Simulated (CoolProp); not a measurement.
The numbers come from the reference Helmholtz-energy equation of state, Zhou 2011 in CoolProp.

For dimethyl carbonate, give the phase and the density (kg/m³), Joule-Thomson coefficient (K/MPa), isothermal compressibility (1/MPa), expansivity (1/kK) at 570.1 K and 16.3 MPa.


- 570.1 K and 16.3 MPa: supercritical; density 675, Joule-Thomson coefficient 0.482, isothermal compressibility 0.0116, expansivity 3.22
